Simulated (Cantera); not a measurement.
What does this Cantera script print?

```python
import numpy as np
import cantera as ct

gas = ct.Solution("h2o2.yaml")
gas.TPX = 525, 11000, {'H2': 1, 'O2': 0.847, 'N2': 4.15, 'H2O': 1.1}
flame = ct.FreeFlame(gas, width=0.19)
flame.set_refine_criteria(ratio=3, slope=0.08, curve=0.16)
flame.transport_model = "mixture-averaged"
flame.solve(loglevel=0, auto=True)
z, T = flame.grid, flame.T
thick = (T[-1] - T[0]) / np.gradient(T, z).max()
show = ['H2', 'O2', 'H2O', 'OH', 'H2O2', 'O']
print(f"laminar burning velocity  {flame.velocity[0] * 100:.3f} cm/s")
print(f"burnt temperature         {T[-1]:.1f} K")
print(f"thermal thickness         {thick * 1e3:.4f} mm")
print(f"grid points               {len(z)}")
z0 = z[flame.heat_release_rate.argmax()]
print(f"{'z/mm':>9s}{'T/K':>9s}{'u/(m/s)':>9s}" + "".join(f"{s:>11s}" for s in show))
rows = []
for k in (-3, -2, -1.5, -1, -0.5, -0.25, 0, 0.25, 0.5, 1, 2, 4, 8):
    zz = z0 + k * thick
    rows.append([k * thick, np.interp(zz, z, T), np.interp(zz, z, flame.velocity),
                 *(np.interp(zz, z, flame.X[gas.species_index(s)]) for s in show)])
    print(f"{rows[-1][0] * 1e3:9.3f}{rows[-1][1]:9.1f}{rows[-1][2]:9.3f}" + "".join(f"{x:11.3e}" for x in rows[-1][3:]))
```

It prints:

```
laminar burning velocity  150.902 cm/s
burnt temperature         1546.0 K
thermal thickness         6.8062 mm
grid points               107
     z/mm      T/K  u/(m/s)         H2         O2        H2O         OH       H2O2          O
  -20.419    525.0    1.509  1.409e-01  1.193e-01  1.550e-01  3.448e-16  1.505e-12  1.643e-14
  -13.612    525.0    1.509  1.408e-01  1.194e-01  1.550e-01  1.204e-13  7.704e-11  5.733e-12
  -10.209    525.0    1.509  1.406e-01  1.194e-01  1.551e-01  4.291e-12  1.410e-09  2.005e-10
   -6.806    525.3    1.507  1.391e-01  1.196e-01  1.554e-01  1.850e-09  9.309e-08  1.861e-08
   -3.403    563.9    1.596  1.244e-01  1.200e-01  1.612e-01  4.882e-05  7.784e-06  9.191e-06
   -1.702    731.3    2.032  9.624e-02  1.139e-01  1.831e-01  2.638e-04  4.217e-06  1.499e-04
    0.000    979.3    2.681  5.371e-02  9.368e-02  2.289e-01  8.920e-04  9.185e-07  1.601e-03
    1.702   1161.7    3.162  2.229e-02  7.047e-02  2.713e-01  2.498e-03  1.409e-06  3.661e-03
    3.403   1262.9    3.426  1.233e-02  6.123e-02  2.880e-01  3.657e-03  1.478e-06  4.066e-03
    6.806   1362.2    3.679  8.571e-03  5.727e-02  2.974e-01  4.282e-03  1.014e-06  3.310e-03
   13.612   1443.8    3.882  5.658e-03  5.509e-02  3.048e-01  4.119e-03  5.542e-07  2.119e-03
   27.225   1499.0    4.017  2.964e-03  5.381e-02  3.106e-01  3.306e-03  2.914e-07  1.078e-03
   54.450   1528.9    4.089  1.210e-03  5.332e-02  3.141e-01  2.229e-03  1.494e-07  4.339e-04
```

Detailed kinetics in Cantera: the H2/O2 subset of GRI-Mech 3.0, which has no nitrogen chemistry. Burning velocities carry a grid error of a few per cent, more on coarse grids. Lean hydrogen flames are cellular in practice and burn faster than this planar one.
